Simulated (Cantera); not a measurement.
## Aluminium nitride and oxide growth: AlCl3 + N2O + N2 + NH3

Feed: 1 mol AlCl3, 4.7 mol N2O, a varied amount of N2, 4.1 mol NH3, held at 875 K and 0.270 bar.

Cantera equilibrium calculation (NASA polynomials, part measured and part estimated; ideal gas, pure solids and liquids). Candidate condensed phases: Al, AlCl3, AlN, Al2O3, H2O, NH4Cl; 45 gas species. Condensed phases not in the tables: AlOCl. Equilibrium is a limit: real reactors are often held back by kinetics, nucleation or transport.

```csv
n(N2) (mol),log p N2,log p H2O,log p HCl,log p H2,log p NH3,n Al2O3(s)
4.4,-0.80,-1.34,-1.37,-1.68,-5.75,0.500
7.2,-0.76,-1.40,-1.43,-1.74,-5.82,0.500
12,-0.72,-1.49,-1.51,-1.83,-5.93,0.500
19,-0.68,-1.59,-1.62,-1.93,-6.06,0.500
31,-0.65,-1.72,-1.75,-2.06,-6.25,0.500
51,-0.62,-1.88,-1.91,-2.22,-6.47,0.500
83,-0.60,-2.05,-2.08,-2.40,-6.72,0.500
140,-0.59,-2.25,-2.28,-2.60,-7.02,0.500
220,-0.58,-2.43,-2.46,-2.78,-7.28,0.500
360,-0.58,-2.64,-2.66,-2.98,-7.59,0.500
```
log p: log10 of the partial pressure in bar; n: condensed amount in mol.

From 4.4 mol N2 to 360 mol N2 the condensed part is Al2O3(s).
